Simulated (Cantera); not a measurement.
Gas mixture: NH₃ : CO₂ = 0.92 : 0.63 (molar parts), at 1.00 bar, frozen composition.

Cantera's kinetic-theory transport with the Lennard-Jones parameters of GRI-Mech 3.0, ideal gas; thermal conductivity in the mixture-averaged form. Polar gases are described roughly by these parameters. The composition is frozen, though it would react at the higher temperatures.

One state of this run: ρ (kg/m³) = 0.204; cp (J/kg/K) = 2314; μ (µPa s) = 55.7; λ (mW/m/K) = 189; Pr = 0.680; D (cm²/s) H₂ = 13.8; D (cm²/s) OH = 5.86; D (cm²/s) CH₃ = 4.21. D: mixture-averaged diffusion coefficient of that species in the mixture.

Q: Which value of T (K) does it belong to?
A. 400
B. 1900
C. 900
D. 1650

A: D, 1650
